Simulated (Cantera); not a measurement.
Input (Python, Cantera):

```python
import numpy as np
import cantera as ct

gas = ct.Solution("gri30.yaml")
gas.TPX = 2173, 150000, {'NO': 1, 'N2': 3.6, 'H2O': 0.016}
inlet = ct.Reservoir(gas, clone=True)

reactor = ct.IdealGasConstPressureReactor(gas, energy="off", clone=False)
exhaust = ct.Reservoir(gas, clone=True)
tau = [7.7, 1.8, 0.41, 0.096, 0.022, 0.0052, 0.0012][0]
for a, b in ((inlet, reactor), (reactor, exhaust)):
    ct.MassFlowController(a, b, mdot=lambda t: reactor.mass / tau)
net = ct.ReactorNet([reactor])
show = ['NO', 'NO2', 'N2O', 'O2', 'O', 'N2']

rows = []
print(f"{'tau/s':>10s}{'T/K':>9s}" + "".join(f"{s:>11s}" for s in show))
for tau in [7.7, 1.8, 0.41, 0.096, 0.022, 0.0052, 0.0012]:
    net.initial_time = 0.0
    net.advance(30 * tau)
    before = gas.X
    net.advance(40 * tau)
    drift = np.max(np.abs(gas.X - before) / (gas.X + 1e-9))
    rows.append([gas.T, *gas[show].X, drift])
    print(f"{tau:10.3e}{gas.T:9.1f}" + "".join(f"{x:11.3e}" for x in gas[show].X))
```

Result:

```
     tau/s      T/K         NO        NO2        N2O         O2          O         N2
 7.700e+00   2173.0  1.450e-02  1.622e-05  6.930e-07  1.006e-01  5.924e-04  8.806e-01
 1.800e+00   2173.0  2.867e-02  3.094e-05  9.582e-07  9.348e-02  5.720e-04  8.735e-01
 4.100e-01   2173.0  7.012e-02  6.693e-05  2.816e-06  7.276e-02  5.072e-04  8.528e-01
 9.600e-02   2173.0  1.439e-01  9.746e-05  1.022e-05  3.593e-02  3.629e-04  8.160e-01
 2.200e-02   2173.0  1.969e-01  7.097e-05  1.870e-05  9.617e-03  1.969e-04  7.896e-01
 5.200e-03   2173.0  2.121e-01  3.823e-05  2.096e-05  2.130e-03  1.010e-04  7.820e-01
 1.200e-03   2173.0  2.156e-01  2.119e-05  2.022e-05  4.626e-04  5.488e-05  7.803e-01
```

Detailed kinetics in Cantera: GRI-Mech 3.0 (53 species, 325 reactions).
